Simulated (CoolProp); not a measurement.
Properties of fluorine along the isotherm 104.2 K (Tc = 144.4 K, pc = 5.240 MPa, ω = 0.045).

Model: reference Helmholtz-energy equation of state, de Reuck 1990, in CoolProp.

```
p (MPa)   phase  density (kg/m³)  cp (kJ/(kg K))  isothermal compressibility (1/MPa)  expansivity (1/kK)
-------  ------  ---------------  --------------  ----------------------------------  ------------------
0.0414      gas            1.829             ___                               24.33               9.821
0.0785      gas            3.491             ___                               12.92               10.03
0.149       gas            6.713          0.8087                               6.898               10.44
0.282       gas            13.03          0.8502                               3.745               11.30
0.535       gas            26.10             ___                               2.099               13.32
1.01     liquid             1358           1.613                            0.003572               6.277
1.92     liquid              ___           1.602                            0.003460               6.143
3.64     liquid             1370           1.582                            0.003268               5.911
6.91     liquid             1384           1.551                                 ___               5.534
13.1     liquid             1407           1.506                            0.002513                 ___
```

### Question
Complete the blanks.

### Answer

- 0.0414, cp (kJ/(kg K)): 0.7777
- 0.0785, cp (kJ/(kg K)): 0.7882
- 0.535, cp (kJ/(kg K)): 0.9442
- 1.92, density (kg/m³): 1362
- 6.91, isothermal compressibility (1/MPa): 0.002960
- 13.1, expansivity (1/kK): 4.984
